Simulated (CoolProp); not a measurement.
Properties of fluorine along the isobar 0.496 MPa.

Values from CoolProp's reference Helmholtz-energy equation of state, de Reuck 1990.

```tsv
T (°C)	phase	density (kg/m³)	cp (kJ/(kg K))	Joule-Thomson coefficient (K/MPa)
-160.25	gas	21.61	0.8828	13.31
-152.25	gas	19.87	0.8564	11.55
-144.25	gas	18.43	0.8381	10.12
-136.35	gas	17.22	0.8252	8.954
-128.35	gas	16.16	0.8157	7.969
-120.35	gas	15.24	0.8087	7.138
-112.35	gas	14.42	0.8038	6.430
-104.35	gas	13.69	0.8004	5.824
-96.35	gas	13.03	0.7982	5.301
-88.35	gas	12.44	0.7971	4.847
-80.45	gas	11.91	0.7967	4.454
```
